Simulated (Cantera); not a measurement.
Mixture: 7.75 % CH4, 19.4 % O2, 72.9 % N2, at 3750 Torr, adiabatic and at constant pressure. Ignition delay is the time to a rise of 400 K.

Model: GRI-Mech 3.0 (53 species, 325 reactions), integrated in Cantera.

Q: At T0 = 1250 K, what is the delay, and which 6 reactions control it most (d ln τ / d ln k, from doubling and halving each rate constant)?

A: The delay is 4.76 ms.
```json
[
 {"reaction": "2 CH3 (+M) <=> C2H6 (+M)", "d ln τ / d ln k": "0.56", "faster rate": "lengthens it"},
 {"reaction": "CH3 + O2 <=> CH3O + O", "d ln τ / d ln k": "-0.36", "faster rate": "shortens it"},
 {"reaction": "CH3 + HO2 <=> CH3O + OH", "d ln τ / d ln k": "-0.35", "faster rate": "shortens it"},
 {"reaction": "CH3 + O2 <=> CH2O + OH", "d ln τ / d ln k": "-0.33", "faster rate": "shortens it"},
 {"reaction": "CH2O + O2 <=> HCO + HO2", "d ln τ / d ln k": "-0.31", "faster rate": "shortens it"},
 {"reaction": "CH4 + H <=> CH3 + H2", "d ln τ / d ln k": "0.25", "faster rate": "lengthens it"}
]
```
